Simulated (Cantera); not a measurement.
A closed system holds: 1 mol Si2Cl6, 0.03 mol Cl2, 8.8 mol N2, held at 975 °C and 0.0100 bar.

Method: chemical equilibrium by Gibbs-energy minimisation in Cantera with the NASA 1993 tables (ideal gas, pure condensed phases). Candidate condensed phases: Si, Si3N4; 13 gas species. The feed counts by its element totals alone. N2 is the only nitrogen source here; it is nearly inert below about 1500 K, so the nitride shown seldom forms there in practice. The tables' values for SiCl3 are old estimates; treat these amounts as uncertain. Equilibrium is a limit: real reactors are often held back by kinetics, nucleation or transport.

Base state: N2 0.846, SiCl4 0.143, SiCl3 0.00777, SiCl2 0.00304 (mole fractions); condensed: Si3N4(s).

### Question
What changes in the equilibrium state with this change: Si2Cl6 replaced by SiHCl3?

### Answer
| species | before | after |
|---|---|---|
| N2 | 0.846 | 0.850 |
| HCl | 0 | 0.0874 |
| SiCl4 | 0.143 | 0.0509 |
| H2 | 0 | 0.00617 |
| SiHCl3 | 0 | 0.000127 |
| SiCl3 | 0.00777 | 0.00357 |
| SiCl2 | 0.00304 | 0.00181 |
| Si3N4(s), mol | 0.150 | 0.145 |
Further candidate phases: NH4Cl.

### Question
What changes in the equilibrium state with this change: pressure from 0.0100 bar to 0.100 bar?

### Answer
```tsv
species	before	after
N2	0.846	0.848
SiCl4	0.143	0.149
SiCl3	0.00777	0.00306
SiCl2	0.00304	0.000454
Si3N4(s), mol	0.150	0.158
```
